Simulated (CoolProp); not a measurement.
The fluid at 233.46 K and 5.21 MPa flows at 4.4 m/s in a round tube of 2 mm bore and 1.5 µm roughness, fully developed (64/Re and Nu = 3.66 if laminar; Colebrook and Gnielinski if turbulent). The same conditions are run with several fluids, on thermodynamics alone (safety and materials aside).

Values from CoolProp's reference Helmholtz-energy equation of state of each fluid (R143a: Lemmon and Jacobsen 2000; R141b: Lemmon 2006; propylene: Lemmon 2013; R142b: Lemmon 2006; ethylbenzene: Zhou 2012).

```
fluid         Reynolds number  Darcy friction factor  pressure drop (Pa/m)  heat-transfer coefficient (W/(m² K))  mass flow (kg/h)
------------  ---------------  ---------------------  --------------------  ------------------------------------  ----------------
R143a                   48600                 0.0234                131000                                 11600              57.7
R141b                   11400                 0.0310                204000                                  5850              67.7
propylene               28400                 0.0256                 75200                                 10500              30.2
R142b                   21200                 0.0271                167000                                  8060              63.1
ethylbenzene             4810                 0.0386                172000                                  3900              45.9
```

Transport values come from each fluid's own correlations; those of R143a, R141b, propylene, R142b, ethylbenzene are estimates that may be off by 10 % or more.
